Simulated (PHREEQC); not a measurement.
Dissolve 0.014 mol/kgw CuCl2 and 0.1 mol/kgw KCl at 25 °C. Closed to the air; pH follows from the charge balance.

All values are PHREEQC results (ion-association model, wateq4f.dat), not measurements.

Task: The ionic strength comes out as 0.139 mol/kgw. What activity coefficients do CuOH+, CuCl+, Cl-, K+, Cu2(OH)2+2 get?

Result: CuOH+ 0.74, CuCl+ 0.74, Cl- 0.74, K+ 0.74, Cu2(OH)2+2 0.34.

This is a speciation only: nothing precipitates in the calculation. Examples of supersaturated solids here: Atacamite. Others may be too.
